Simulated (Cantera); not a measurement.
Charge: 1 mol SiCl4, 0.75 mol HCl, 1400 mol H2, held at 1.33 mbar.

Method: chemical equilibrium by Gibbs-energy minimisation in Cantera with the NASA 1993 tables (ideal gas, pure condensed phases). Candidate condensed phases: Si; 19 gas species. Rates play no part.

At 1200 K, list the 3 most abundant gas species with their mole fractions, and the condensed phases.

H2 0.997, HCl 0.00333, SiCl2 2.63e-5. Condensed: Si(s).
